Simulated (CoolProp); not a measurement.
R142b at several states: Z from the reference equation and from simpler models built on Tc = 410.3 K, pc = 40.55 bar, ω = 0.232; each cubic takes its own stable root.

Values from CoolProp's reference Helmholtz-energy equation of state, Lemmon 2006. It is a short technical equation, of lower accuracy than the large ones.

```tsv
T (K)	p (bar)	phase	reference	van der Waals	Soave-Redlich-Kwong
401.5	0.238	gas	0.9978	0.9982	0.9978
286.8	216	liquid	?	?	?
379.2	19	gas	?	?	?
```

**Question.** What belongs in the gaps?

**Answer.** 
- 286.8, reference: 0.7635
- 286.8, van der Waals: 1.187
- 286.8, Soave-Redlich-Kwong: 0.8308
- 379.2, reference: 0.7341
- 379.2, van der Waals: 0.7957
- 379.2, Soave-Redlich-Kwong: 0.7464
